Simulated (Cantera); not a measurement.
An adiabatic, constant-volume homogeneous reactor starts with H2 : O2 : N2 = 1 : 0.769 : 2.89 (molar parts), equivalence ratio 0.65, at 1500 K and 140000 Pa. Integrator tolerance rtol = 1e-08.

Computed with Cantera and the H2/O2 subset of GRI-Mech 3.0, which has no nitrogen chemistry.

Q: What does this change do: initial temperature 1500 to 1625 K?

A: 
```tsv
quantity	before	after
time of steepest temperature rise	9.64 µs	6.69 µs
temperature at 2.00 s	2875 K	2914 K
equilibrium temperature	2875 K	2914 K
x(H2) at 2.00 s	0.0152 (gas-phase equilibrium 0.0152)	0.0175 (gas-phase equilibrium 0.0175)
x(O2) at 2.00 s	0.0587 (gas-phase equilibrium 0.0587)	0.0583 (gas-phase equilibrium 0.0583)
x(H2O2) at 2.00 s	1.07e-6 (gas-phase equilibrium 1.07e-6)	1.07e-6 (gas-phase equilibrium 1.07e-6)
x(OH) at 2.00 s	0.0328 (gas-phase equilibrium 0.0328)	0.0358 (gas-phase equilibrium 0.0358)
x(H) at 2.00 s	0.00837 (gas-phase equilibrium 0.00837)	0.0105 (gas-phase equilibrium 0.0105)
x(H2O) at 2.00 s	0.198 (gas-phase equilibrium 0.198)	0.192 (gas-phase equilibrium 0.192)
```
